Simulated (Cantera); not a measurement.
Charge: 1 mol B2O3, a varied amount of BCl3, at 11.0 mbar.

Points: T (K) = 1023, 1098, 1173, 1248, 1323, 1398, 1473, 1548, 1623, 1698, 1773, 1848, 1923; n(BCl3) (mol) = 0.51, 1.3, 2, 2.8, 3.6, 4.3, 5.1, 5.9, 6.6.

Cantera's Mixture.equilibrate('TP', solver="vcs", rtol=1e-11, max_steps=5000) on the NASA tables stopped like this:

```
ERROR: FAILURE its = 5001!

*******************************************************************************
CanteraError thrown by MultiPhase::equilibrate:
VCS solver failed. Return code: -1
*******************************************************************************
```

What got this run through?

Several could match; the one computed here: The failure is numerical, not chemical. The same input converged with solver="gibbs", rtol=1e-10, max_steps=50000, and the result passed a check of the equilibrium conditions:
```
   1023       0.51  B2O3(L)
   1023        1.3  B2O3(L)
   1023          2  B2O3(L)
   1023        2.8  B2O3(L)
   1023        3.6  B2O3(L)
   1023        4.3  B2O3(L)
   1023        5.1  B2O3(L)
   1023        5.9  gas only
   1023        6.6  gas only
   1098       0.51  B2O3(L)
   1098        1.3  B2O3(L)
   1098          2  B2O3(L)
   1098        2.8  B2O3(L)
   1098        3.6  B2O3(L)
   1098        4.3  B2O3(L)
   1098        5.1  gas only
   1098        5.9  gas only
   1098        6.6  gas only
   1173       0.51  B2O3(L)
   1173        1.3  B2O3(L)
   1173          2  B2O3(L)
   1173        2.8  B2O3(L)
   1173        3.6  B2O3(L)
   1173        4.3  B2O3(L)
   1173        5.1  gas only
   1173        5.9  gas only
   1173        6.6  gas only
   1248       0.51  B2O3(L)
   1248        1.3  B2O3(L)
   1248          2  B2O3(L)
   1248        2.8  B2O3(L)
   1248        3.6  B2O3(L)
   1248        4.3  B2O3(L)
   1248        5.1  gas only
   1248        5.9  gas only
   1248        6.6  gas only
   1323       0.51  B2O3(L)
   1323        1.3  B2O3(L)
   1323          2  B2O3(L)
   1323        2.8  B2O3(L)
   1323        3.6  B2O3(L)
   1323        4.3  gas only
   1323        5.1  gas only
   1323        5.9  gas only
   1323        6.6  gas only
   1398       0.51  B2O3(L)
   1398        1.3  B2O3(L)
   1398          2  B2O3(L)
   1398        2.8  B2O3(L)
   1398        3.6  B2O3(L)
   1398        4.3  gas only
   1398        5.1  gas only
   1398        5.9  gas only
   1398        6.6  gas only
   1473       0.51  B2O3(L)
   1473        1.3  B2O3(L)
   1473          2  B2O3(L)
   1473        2.8  B2O3(L)
   1473        3.6  B2O3(L)
   1473        4.3  gas only
   1473        5.1  gas only
   1473        5.9  gas only
   1473        6.6  gas only
   1548       0.51  B2O3(L)
   1548        1.3  B2O3(L)
   1548          2  B2O3(L)
   1548        2.8  B2O3(L)
   1548        3.6  gas only
   1548        4.3  gas only
   1548        5.1  gas only
   1548        5.9  gas only
   1548        6.6  gas only
   1623       0.51  B2O3(L)
   1623        1.3  B2O3(L)
   1623          2  B2O3(L)
   1623        2.8  B2O3(L)
   1623        3.6  gas only
   1623        4.3  gas only
   1623        5.1  gas only
   1623        5.9  gas only
   1623        6.6  gas only
   1698       0.51  B2O3(L)
   1698        1.3  B2O3(L)
   1698          2  gas only
   1698        2.8  gas only
   1698        3.6  gas only
   1698        4.3  gas only
   1698        5.1  gas only
   1698        5.9  gas only
   1698        6.6  gas only
   1773       0.51  B2O3(L)
   1773        1.3  gas only
   1773          2  gas only
   1773        2.8  gas only
   1773        3.6  gas only
   1773        4.3  gas only
   1773        5.1  gas only
   1773        5.9  gas only
   1773        6.6  gas only
   1848       0.51  gas only
   1848        1.3  gas only
   1848          2  gas only
   1848        2.8  gas only
   1848        3.6  gas only
   1848        4.3  gas only
   1848        5.1  gas only
   1848        5.9  gas only
   1848        6.6  gas only
   1923       0.51  gas only
   1923        1.3  gas only
   1923          2  gas only
   1923        2.8  gas only
   1923        3.6  gas only
   1923        4.3  gas only
   1923        5.1  gas only
   1923        5.9  gas only
   1923        6.6  gas only
```

The gas is ideal and each condensed phase is pure. The tables' values for BCl2 are old estimates.
